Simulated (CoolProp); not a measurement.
Properties of octamethylcyclotetrasiloxane (D4) along the isobar 0.353 MPa.

Computed with CoolProp (reference Helmholtz-energy equation of state, Thol 2015).

```tsv
T (°C)	phase	Z	Joule-Thomson coefficient (K/MPa)	expansivity (1/kK)
179.25	liquid	0.03654	-0.1031	1.863
191.15	liquid	0.03643	-0.05024	1.990
203.15	liquid	0.03640	[?]	2.149
215.15	liquid	0.03648	0.09979	[?]
227.15	liquid	0.03668	0.2119	[?]
239.05	gas	[?]	18.48	4.005
251.05	gas	0.8377	16.30	3.613
263.05	gas	0.8536	14.55	[?]
275.05	gas	0.8674	13.11	3.058
286.95	gas	0.8793	11.91	2.855
298.95	gas	[?]	10.88	2.682
310.95	gas	0.8994	9.991	2.534
322.95	gas	0.9078	9.219	2.406
334.85	gas	0.9152	8.548	2.295
346.85	gas	0.9220	7.950	2.196
```

Some entries are withheld; supply them.


- 203.15, Joule-Thomson coefficient (K/MPa): 0.01564
- 215.15, expansivity (1/kK): 2.352
- 227.15, expansivity (1/kK): 2.621
- 239.05, Z: 0.8191
- 263.05, expansivity (1/kK): 3.306
- 298.95, Z: 0.8900
